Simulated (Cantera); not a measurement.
A Cantera script and what it prints.

```python
import numpy as np
import cantera as ct

gas_names = """
    Cu CuF CuF2 Cu2 F F2 H HF H2 H2F2 H3F3 H4F4 H5F5 H6F6 H7F7
""".split()
cond_names = """
    Cu(cr) Cu(L) CuF2(s) CuF2(L)
""".split()


# ... load() reads the species with a 1 bar reference pressure and builds the phases ...
atoms = {
    'Cu': {'Cu': 1},
    'HF': {'H': 1, 'F': 1},
    'H2': {'H': 2},
}
top_T = {}  # K; cautious upper limits of use, not melting points


# ... equilibrate(T, P, feed) seeds the gas with the atoms and calls Mixture.equilibrate('TP', solver="vcs", rtol=1e-11, max_steps=5000) ...
results = []
feed = {'Cu': 1, 'HF': 6.2, 'H2': 1.1}  # mol
T = 423.15  # K
P = 91  # Pa
mix = equilibrate(T, P, feed)
results.append((T, P, feed, dict(zip(mix.species_names, mix.species_moles))))
print(gas.report(threshold=1e-05))
for i in range(1, mix.n_phases):
    print(f"{mix.phase(i).name:16s} {mix.phase_moles(i):12.5e} mol")
```

Output:

```
       temperature   423.15 K
          pressure   91 Pa
           density   0.00044735 kg/m^3
  mean mol. weight   17.296 kg/kmol
   phase of matter   gas

                          1 kg             1 kmol
                     ---------------   ---------------
          enthalpy       -1.3173e+07       -2.2784e+08  J
   internal energy       -1.3377e+07       -2.3136e+08  J
           entropy             13832        2.3923e+05  J/K
    Gibbs function       -1.9026e+07       -3.2907e+08  J
 heat capacity c_p              1687             29177  J/K
 heat capacity c_v            1206.3             20863  J/K

                      mass frac. Y      mole frac. X     chem. pot. / RT
                     ---------------   ---------------   ---------------
                HF           0.98243           0.84931           -105.73
                H2          0.017564           0.15069           -24.803
     [  +13 minor]        7.4801e-06        3.2333e-06

Cu(cr)            1.00000e+00 mol
CuF2(s)           0.00000e+00 mol
```

Cantera equilibrium calculation (NASA polynomials, part measured and part estimated; ideal gas, pure solids and liquids).
